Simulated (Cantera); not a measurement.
A Cantera script and what it prints.

```python
import numpy as np
import cantera as ct

gas_names = """
    Electron C C+ C- CH CH+ CH2 CH3 CH4 C2 C2+ C2- C2H C2H2,acetylene C2H2,vinylidene C2H3,vinyl C2H4
    C2H5 C2H6 C3 C3H3,propargyl C3H4,allene C3H4,propyne C3H4,cyclo- C3H5,allyl C3H6,propylene
    C3H6,cyclo- C3H7,n-propyl C3H7,i-propyl C3H8 C4 C4H2 C4H4,1,3-cyclo- C4H6,butadiene C4H6,2-butyne
    C4H6,cyclo- C4H8,1-butene C4H8,cis2-buten C4H8,tr2-butene C4H8,isobutene C4H8,cyclo- C4H9,n-butyl
    C4H9,i-butyl C4H9,s-butyl C4H9,t-butyl C4H10,isobutane C4H10,n-butane C5 C5H6,1,3cyclo- C5H8,cyclo-
    C5H10,1-pentene C5H10,cyclo- C5H11,pentyl C5H11,t-pentyl C5H12,n-pentane C5H12,i-pentane
    CH3C(CH3)2CH3 C6H2 C6H5,phenyl C6H6 C6H10,cyclo- C6H12,1-hexene C6H12,cyclo- C6H13,n-hexyl
    C7H7,benzyl C7H8 C7H14,1-heptene C7H15,n-heptyl C7H16,n-heptane C8H8,styrene C8H10,ethylbenz
    C8H16,1-octene C8H17,n-octyl C8H18,isooctane C8H18,n-octane C9H19,n-nonyl C10H8,naphthale
    C10H21,n-decyl C12H9,o-bipheny C12H10,bipheny H H+ H- H2 H2+ H2- Ti Ti+ Ti-
""".split()
cond_names = """
    C(gr) C6H6(L) C7H8(L) C8H18(L),n-octa Ti(a) Ti(b) Ti(L) TiC(s) TiC(L)
""".split()


def load(file, names, dense=False):
    # The tables refer to 1 bar. Condensed volumes are neglected.
    table = {s.name: s for s in ct.Species.list_from_file(file)}
    out = []
    for n in names:
        d = dict(table[n].input_data)
        d["thermo"] = dict(d["thermo"], **{"reference-pressure": 1e5})
        if dense:
            d["equation-of-state"] = {"model": "constant-volume", "density": "1e6 g/cm^3"}
        out.append(ct.Species.from_dict(d))
    return out


gas = ct.Solution(thermo="ideal-gas", species=load("nasa_gas.yaml", gas_names))
cond = {s.name: ct.Solution(thermo="fixed-stoichiometry", species=[s], name=s.name)
        for s in load("nasa_condensed.yaml", cond_names, dense=True)}
atoms = {
    'TiC': {'Ti': 1, 'C': 1},
    'C': {'C': 1},
    'H2': {'H': 2},
}
top_T = {'C(gr)': 4500}  # K; cautious upper limits of use, not melting points


def equilibrate(T, P, feed):
    n = {}
    for name, mol in feed.items():
        for a, k in atoms[name].items():
            n[a] = n.get(a, 0.0) + k * mol
    gas.TPX = T, P, n
    mass = sum(n.values()) * gas.mean_molecular_weight
    gas.equilibrate("TP")
    valid = [c for c in cond.values() if c.min_temp <= T <= top_T.get(c.name, c.max_temp)]
    mix = ct.Mixture([(gas, mass / gas.mean_molecular_weight)] + [(c, 0.0) for c in valid])
    mix.T, mix.P = T, P
    mix.equilibrate("TP", solver="vcs", rtol=1e-11, max_steps=5000)
    return mix


results = []
feed = {'TiC': 1, 'C': 0.005, 'H2': 0.42}  # mol
P = 101325  # Pa
for T in [3000, 3500, 4000, 4500, 5000]:
    mix = equilibrate(T, P, feed)
    results.append((T, P, feed, dict(zip(mix.species_names, mix.species_moles))))
    x = sorted(zip(gas.X, gas.species_names), reverse=True)
    print(f"T = {T:g} K  P = {P:g} Pa  gas = {mix.phase_moles(0):.4g} mol")
    print("   x: " + "  ".join(f"{s} {v:.3e}" for v, s in x if v > 1e-06))
    print("   condensed (mol): " + ("  ".join(f"{mix.phase(i).name} {mix.phase_moles(i):.4g}"
          for i in range(1, mix.n_phases) if mix.phase_moles(i) > 1e-12) or "none"))
```

Output:

```
T = 3000 K  P = 101325 Pa  gas = 0.4532 mol
   x: H2 8.487e-01  H 1.445e-01  C2H2,acetylene 5.646e-03  Ti 8.439e-04  C2H 1.652e-04  CH3 5.021e-05  CH2 1.988e-05  CH4 1.862e-05  C2H2,vinylidene 1.780e-05  C 1.636e-05  C4H2 1.567e-05  C3 1.077e-05  CH 6.812e-06  C2 3.345e-06  C2H3,vinyl 1.590e-06  Ti+ 1.428e-06  Electron 1.417e-06
   condensed (mol): TiC(s) 0.9996
T = 3500 K  P = 101325 Pa  gas = 0.5556 mol
   x: H2 5.287e-01  H 4.265e-01  Ti 2.675e-02  C2H2,acetylene 1.202e-02  C2H 3.053e-03  C3 9.940e-04  C 9.540e-04  C2 3.422e-04  CH 1.551e-04  C4H2 1.138e-04  CH2 1.038e-04  C2H2,vinylidene 1.008e-04  Ti+ 6.507e-05  Electron 6.242e-05  CH3 5.171e-05  C5 7.046e-06  CH4 4.653e-06  C2H3,vinyl 3.817e-06  C4 3.763e-06  C3H3,propargyl 2.463e-06  C2- 2.299e-06  C6H2 1.160e-06
   condensed (mol): TiC(L) 0.9851
T = 4000 K  P = 101325 Pa  gas = 1.077 mol
   x: H 5.231e-01  Ti 2.507e-01  H2 1.091e-01  C3 4.543e-02  C 2.331e-02  C2H 1.982e-02  C2 1.470e-02  C2H2,acetylene 8.460e-03  C5 1.148e-03  Ti+ 1.056e-03  CH 1.018e-03  Electron 8.346e-04  C4 5.134e-04  C4H2 2.704e-04  C2- 2.177e-04  C2H2,vinylidene 1.454e-04  CH2 1.215e-04  CH3 9.781e-06  C6H2 9.479e-06  H- 2.937e-06  C2H3,vinyl 1.586e-06  C3H3,propargyl 1.451e-06
   condensed (mol): TiC(L) 0.729
T = 4500 K  P = 101325 Pa  gas = 2.367 mol
   x: Ti 4.179e-01  H 3.272e-01  C 1.161e-01  C3 6.308e-02  C2 4.700e-02  H2 9.076e-03  C2H 7.770e-03  Ti+ 4.556e-03  Electron 3.792e-03  CH 9.725e-04  C2- 7.517e-04  C5 7.399e-04  C4 7.009e-04  C2H2,acetylene 3.170e-04  CH2 1.606e-05  C2H2,vinylidene 9.384e-06  C- 5.738e-06  H- 4.876e-06  C4H2 4.494e-06  Ti- 2.165e-06
   condensed (mol): none
T = 5000 K  P = 101325 Pa  gas = 2.66 mol
   x: Ti 3.652e-01  H 3.086e-01  C 2.436e-01  C2 4.008e-02  C3 1.608e-02  Ti+ 1.077e-02  Electron 1.021e-02  H2 2.333e-03  C2H 1.695e-03  CH 7.470e-04  C2- 5.316e-04  C4 1.027e-04  C5 3.432e-05  C- 1.779e-05  C2H2,acetylene 1.463e-05  H- 7.833e-06  Ti- 3.502e-06  CH2 3.452e-06
   condensed (mol): none
```

Equilibrium computed with Cantera from the NASA thermochemical tables; the gas is ideal and each condensed phase is pure. TiC: taken at fixed stoichiometry.
